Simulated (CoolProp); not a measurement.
Properties of dodecamethylpentasiloxane (MD3M) along the isobar 101 kPa (Tc = 628.0 K, pc = 954.0 kPa, ω = 0.730).

Values from CoolProp's reference Helmholtz-energy equation of state, Thol 2019.

```json
[
 {"T (K)": "246.9", "phase": "liquid", "cp (kJ/(kg K))": "1.558", "cv (kJ/(kg K))": "1.270", "Joule-Thomson coefficient (K/MPa)": "-0.5142", "fugacity coefficient": "1.574e-7"},
 {"T (K)": "269.7", "phase": "liquid", "cp (kJ/(kg K))": "1.629", "cv (kJ/(kg K))": "1.347", "Joule-Thomson coefficient (K/MPa)": "-0.4848", "fugacity coefficient": "3.302e-6"},
 {"T (K)": "292.5", "phase": "liquid", "cp (kJ/(kg K))": "1.692", "cv (kJ/(kg K))": "1.416", "Joule-Thomson coefficient (K/MPa)": "-0.4577", "fugacity coefficient": "3.852e-5"},
 {"T (K)": "315.3", "phase": "liquid", "cp (kJ/(kg K))": "1.749", "cv (kJ/(kg K))": "1.479", "Joule-Thomson coefficient (K/MPa)": "-0.4312", "fugacity coefficient": "0.0002875"},
 {"T (K)": "338.1", "phase": "liquid", "cp (kJ/(kg K))": "1.802", "cv (kJ/(kg K))": "1.536", "Joule-Thomson coefficient (K/MPa)": "-0.4039", "fugacity coefficient": "0.001516"},
 {"T (K)": "360.9", "phase": "liquid", "cp (kJ/(kg K))": "1.852", "cv (kJ/(kg K))": "1.591", "Joule-Thomson coefficient (K/MPa)": "-0.3745", "fugacity coefficient": "0.006081"},
 {"T (K)": "383.6", "phase": "liquid", "cp (kJ/(kg K))": "1.901", "cv (kJ/(kg K))": "1.644", "Joule-Thomson coefficient (K/MPa)": "-0.3419", "fugacity coefficient": "0.01949"},
 {"T (K)": "406.4", "phase": "liquid", "cp (kJ/(kg K))": "1.949", "cv (kJ/(kg K))": "1.695", "Joule-Thomson coefficient (K/MPa)": "-0.3042", "fugacity coefficient": "0.05256"},
 {"T (K)": "429.2", "phase": "liquid", "cp (kJ/(kg K))": "1.997", "cv (kJ/(kg K))": "1.746", "Joule-Thomson coefficient (K/MPa)": "-0.2591", "fugacity coefficient": "0.1225"},
 {"T (K)": "452", "phase": "liquid", "cp (kJ/(kg K))": "2.045", "cv (kJ/(kg K))": "1.795", "Joule-Thomson coefficient (K/MPa)": "-0.2032", "fugacity coefficient": "0.2528"}
]
```
